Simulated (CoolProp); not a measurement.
Values from CoolProp's reference Helmholtz-energy equation of state, Wu 2012.

Q: For fluoroethane (R161), give the phase and the cp (kJ/(kg K)), cv (kJ/(kg K)) at 260.6 K and 0.00792 MPa; 260.6 K and 2.5 MPa.

A: 
- 260.6 K and 0.00792 MPa: gas; cp 1.13, cv 0.957
- 260.6 K and 2.5 MPa: liquid; cp 2.05, cv 1.39
